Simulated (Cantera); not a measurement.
Input (Python, Cantera) and output of one run.

```python
import numpy as np
import cantera as ct

gas_names = """
    H H2 N NH NH2 NH3 N2 N2H2 N2H4 Si SiH SiH2 SiH3 SiH4 SiN Si2 Si2N Si3
""".split()
cond_names = """
    Si(cr) Si(L) Si3N4(a)
""".split()


# ... load() reads the species with a 1 bar reference pressure and builds the phases ...
atoms = {
    'Si3N4': {'Si': 3, 'N': 4},
    'H2': {'H': 2},
}
top_T = {'Si3N4(a)': 2400}  # K; cautious upper limits of use, not melting points


# ... equilibrate(T, P, feed) seeds the gas with the atoms and calls Mixture.equilibrate('TP', solver="vcs", rtol=1e-11, max_steps=5000) ...
results = []
feed = {'Si3N4': 1, 'H2': 0.1}  # mol
T = 2800  # K
for P in [1, 4.6, 22, 100, 460, 2200, 10000, 46000, 220000, 1000000]:
    mix = equilibrate(T, P, feed)
    results.append((T, P, feed, dict(zip(mix.species_names, mix.species_moles))))

top = {s: max(r[3][s] / sum(r[3][g] for g in gas_names) for r in results) for s in gas_names}
cols = sorted((s for s in top if top[s] > 0.001), key=lambda s: -top[s])[:6]
seen = [c for c in cond_names if any(r[3].get(c, 0) > 1e-12 for r in results)]
print("log10 of partial pressures in bar; condensed amounts in mol")
print(f"{'P/Pa':>10s}" + "".join(f"{s[:9]:>10s}" for s in cols + seen))
for T, P, feed, n in results:
    ng = sum(n[g] for g in gas_names)
    print(f"{P:10.4g}" + "".join(f"{np.log10(max(n[s] / ng * P / 1e5, 1e-99)):10.3f}" for s in cols)
          + "".join(f"{n.get(c, 0):10.4g}" for c in seen))
```

It prints:

```
log10 of partial pressures in bar; condensed amounts in mol
      P/Pa        N2        Si        H2         H       Si2       SiN     Si(L)
         1    -5.416    -5.239   -10.656    -6.415   -10.427    -9.118         0
       4.6    -4.753    -4.576    -9.331    -5.752    -9.102    -8.124         0
        22    -4.073    -3.897    -7.973    -5.074    -7.743    -7.105         0
       100    -3.415    -3.240    -6.666    -4.420    -6.428    -6.119         0
       460    -2.752    -2.579    -5.374    -3.774    -5.106    -5.126         0
      2200    -2.068    -1.907    -4.140    -3.157    -3.763    -4.113         0
     1e+04    -1.238    -1.455    -2.881    -2.528    -2.859    -3.245     1.623
   4.6e+04    -0.403    -1.455    -1.838    -2.006    -2.859    -2.828     2.784
   2.2e+05     0.310    -1.455    -1.051    -1.613    -2.859    -2.471     2.952
     1e+06     0.975    -1.455    -0.354    -1.264    -2.859    -2.139     2.987
```

Method: chemical equilibrium by Gibbs-energy minimisation in Cantera with the NASA 1993 tables (ideal gas, pure condensed phases). The tables' values for SiN are old estimates; treat these amounts as uncertain. Gases not in the tables: Si2H6 and higher silanes.
